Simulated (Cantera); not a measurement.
A closed system holds: 1 mol CF4, 0.38 mol F2, 0.21 mol H2, at 1898 K.

Cantera equilibrium calculation (NASA polynomials, part measured and part estimated; ideal gas, pure solids and liquids). Candidate condensed phases: C, C6H6, C7H8, C8H18; 95 gas species. Gases not in the tables: C2F6 and larger saturated fluorocarbons. Equilibrium is a limit: real reactors are often held back by kinetics, nucleation or transport.

x: gas mole fraction; n: condensed amount in mol.

```tsv
P (Pa)	x F	x CF4	x HF	x CF2	x CF3	x CF	n C(graphite)
1	0.733	0.0107	0.104	0.149	[?]	0.00200	0.345
5.20	0.497	0.165	0.149	0.185	[?]	0.000703	0
27	0.286	0.444	0.211	0.0559	[?]	7.09e-5	0
140	0.202	0.555	0.236	0.00520	[?]	1.80e-6	0
720	0.194	0.567	0.238	0.000219	[?]	1.54e-8	0
3700	0.193	0.568	0.239	8.36e-6	[?]	1.15e-10	0
19000	0.193	0.568	0.239	3.17e-7	[?]	<1e-12	0
100000	0.193	0.568	0.239	1.15e-8	[?]	<1e-12	0
```

Q: Some entries are withheld; supply them.

A: 
- 1, x CF3: 0.000828
- 5.20, x CF3: 0.00362
- 27, x CF3: 0.00327
- 140, x CF3: 0.00111
- 720, x CF3: 0.000231
- 3700, x CF3: 4.52e-5
- 19000, x CF3: 8.81e-6
- 100000, x CF3: 1.68e-6
